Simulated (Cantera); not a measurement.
Feed: 1 mol SiH4, a varied amount of NH3, at 1025 K and 0.180 bar.

These are equilibrium values from Cantera (NASA tables, ideal gas, pure condensed phases), not measurements of a reactor. Candidate condensed phases: Si, Si3N4; 18 gas species. Equilibrium is a limit: real reactors are often held back by kinetics, nucleation or transport.

Q: At 6.1 mol NH3, list the 3 most abundant gas species with their mole fractions, and the condensed phases.

A: H2 0.824, N2 0.176, NH3 2.80e-5. Condensed: Si3N4(s).
